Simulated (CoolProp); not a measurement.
The numbers come from the reference Helmholtz-energy equation of state, Wagner 2002 in CoolProp.

### Question
For water, give the phase and the Z, cp (kJ/(kg K)), Joule-Thomson coefficient (K/MPa), Prandtl number at 198.25 °C and 72.5 MPa; 219.95 °C and 72.5 MPa; 241.65 °C and 72.5 MPa.

### Answer
- 198.25 °C and 72.5 MPa: liquid; Z 0.366, cp 4.21, Joule-Thomson coefficient -0.135, Prandtl number 0.896
- 219.95 °C and 72.5 MPa: liquid; Z 0.358, cp 4.26, Joule-Thomson coefficient -0.118, Prandtl number 0.836
- 241.65 °C and 72.5 MPa: liquid; Z 0.352, cp 4.33, Joule-Thomson coefficient -0.0980, Prandtl number 0.794

Viscosity comes from a separate model (Huber 2009). Thermal conductivity comes from a separate model (Huber 2012).
